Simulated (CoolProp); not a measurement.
Computed with CoolProp (reference Helmholtz-energy equation of state, Lemmon 2013).

**Question.** For propylene, give the phase and the cp (kJ/(kg K)), Joule-Thomson coefficient (K/MPa), fugacity coefficient at 261.7 K and 5.22 MPa.

**Answer.** 
- 261.7 K and 5.22 MPa: liquid; cp 2.31, Joule-Thomson coefficient -0.302, fugacity coefficient 0.0842
